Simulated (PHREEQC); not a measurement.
Consider water at 20 °C with 0.0021 mol H3PO4 and 6.1e-05 mol HCl per kg of water. Closed to the air; pH follows from the charge balance.

The numbers come from PHREEQC with the ion-association model, phreeqc.dat.

No solid was allowed to form.

Q: Estimate the pH, specific conductance.

A: pH 2.77; specific conductance 585 µS/cm.

Q: In which forms is P present?

A: H2PO4- 82 %, H3PO4 18 % of the P.
